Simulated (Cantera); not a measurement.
An isothermal plug-flow reactor at 725 K and 1.50 bar (inlet), inlet velocity 0.1 m/s, active area per volume 110 1/m; feed CO : O₂ : N₂ = 0.024 : 0.038 : 0.79 (molar parts), equivalence ratio 0.32.

Model: Deutschmann's 1995 Pt surface mechanism with GRI-Mech 3.0 gas chemistry, integrated in Cantera. Catalytic surfaces can have several steady states; this one follows from the mechanism file's or the stated starting coverage. Mass transfer to the wall is taken as infinitely fast.

**Question.** What does this change do: O2 0.038 to 0.061 parts?

**Answer.** 
```csv
quantity,before,after
x(CO) at z = 0.045 m,3.43e-5,0.000155
x(O₂) at z = 0.045 m,0.0310,0.0569
x(H₂O) at z = 0.045 m,<1e-12,<1e-12
x(CO₂) at z = 0.045 m,0.0285,0.0277
θ(free Pt) at the exit,0.0173,0.0133
θ(O*) at the exit,0.983,0.987
```
